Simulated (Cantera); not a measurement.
Feed: 1 mol CaO, 5.1 mol HCl, 28 mol H2, held at 1725 K and 64.0 Pa.

Cantera equilibrium calculation (NASA polynomials, part measured and part estimated; ideal gas, pure solids and liquids). Candidate condensed phases: Ca, CaCl2, CaO, Ca(OH)2, H2O; 21 gas species. Equilibrium is a limit: real reactors are often held back by kinetics, nucleation or transport.

Base state: H2 0.840, HCl 0.0929, H2O 0.0301, CaCl2 0.0300, H 0.00673, Cl 0.000576, CaCl 0.000133, OH 1.33e-5 (mole fractions); condensed: gas only.

Task: What changes in the equilibrium state with this change: temperature from 1725 K to 1625 K?

Result: 
| species | before | after |
|---|---|---|
| H2 | 0.840 | 0.844 |
| HCl | 0.0929 | 0.0933 |
| H2O | 0.0301 | 0.0302 |
| H | 0.00673 | 0.00256 |
| CaCl2 | 0.0300 | 0.0301 |
| OH | 1.33e-5 | 3.86e-6 |
| CaCl | 0.000133 | 4.30e-5 |
| Cl | 0.000576 | 0.000223 |
